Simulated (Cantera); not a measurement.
An isothermal, constant-pressure homogeneous reactor starts with C2H6 : H2 = 1 : 15 (molar parts), at 1450 K and 0.0140 bar. Integrator tolerance rtol = 1e-08.

Cantera simulation using GRI-Mech 3.0 (53 species, 325 reactions); the numbers are that mechanism's predictions, not measurements. GRI-Mech 3.0 stops at C3 and has no aromatics, soot or wall deposition, so with more carbon than oxygen in the feed, carbon stays in small species such as C2H2 where larger ones or solid carbon would form. Radical loss at walls, strong at low pressure, is not modelled.

Question: What does this change do: temperature 1450 to 1725 K?

Answer: 
| quantity | before | after |
|---|---|---|
| x(C2H6) at 30.0 s | 1.88e-6 (gas-phase equilibrium 5.61e-8) | 1.14e-9 (gas-phase equilibrium 7.51e-10) |
| x(H2) at 30.0 s | 0.919 (gas-phase equilibrium 0.942) | 0.943 (gas-phase equilibrium 0.943) |
| x(C2H2) at 30.0 s | 0.0348 (gas-phase equilibrium 0.0533) | 0.0553 (gas-phase equilibrium 0.0553) |
| x(C2H4) at 30.0 s | 0.000256 (gas-phase equilibrium 0.000332) | 2.91e-5 (gas-phase equilibrium 2.92e-5) |
| x(H) at 30.0 s | 5.85e-5 (gas-phase equilibrium 7.81e-5) | 0.00153 (gas-phase equilibrium 0.00153) |

Question: What does this change do: temperature 1450 to 1023 K?

Answer: 
| quantity | before | after |
|---|---|---|
| x(C2H6) at 30.0 s | 1.88e-6 (gas-phase equilibrium 5.61e-8) | 0.00124 (gas-phase equilibrium 3.81e-6) |
| x(H2) at 30.0 s | 0.919 (gas-phase equilibrium 0.942) | 0.934 (gas-phase equilibrium 0.875) |
| x(C2H2) at 30.0 s | 0.0348 (gas-phase equilibrium 0.0533) | 0.00182 (gas-phase equilibrium 4.51e-5) |
| x(C2H4) at 30.0 s | 0.000256 (gas-phase equilibrium 0.000332) | 0.0494 (gas-phase equilibrium 0.000171) |
| x(H) at 30.0 s | 5.85e-5 (gas-phase equilibrium 7.81e-5) | 9.68e-7 (gas-phase equilibrium 3.29e-8) |
